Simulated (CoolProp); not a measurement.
Vapour pressure (MPa) of sulfur hexafluoride: the reference equation beside estimates from Tc = 45.6 °C, pc = 3.755 MPa, ω = 0.210. Clausius-Clapeyron is anchored at 1.05 °C with a constant enthalpy of vaporisation of 12.16 kJ/mol.

Computed with CoolProp (reference Helmholtz-energy equation of state, Guder 2009).

| T (°C) | reference | Clausius-Clapeyron | Redlich-Kwong | Peng-Robinson |
|---|---|---|---|---|
| -25.15 | 0.5818 | 0.7333 | 0.7555 | 0.5870 |
| -18.55 | 0.7222 | 0.8545 | 0.9138 | 0.7282 |
| -12.05 | 0.8837 | 0.9858 | 1.091 | 0.8907 |
| -5.45 | 1.074 | 1.132 | 1.293 | 1.082 |
| 1.05 | 1.288 | 1.288 | 1.515 | 1.299 |
| 7.65 | 1.538 | 1.460 | 1.766 | 1.550 |
| 14.15 | 1.816 | 1.643 | 2.039 | 1.831 |
| 20.75 | 2.136 | 1.842 | 2.344 | 2.154 |
| 27.25 | 2.491 | 2.052 | 2.672 | 2.511 |

Absolute difference from the reference over all 9 rows, mean and median: Clausius-Clapeyron 11.9 and 11.6 %, Redlich-Kwong 18.0 and 17.6 %, Peng-Robinson 0.8 and 0.8 %.
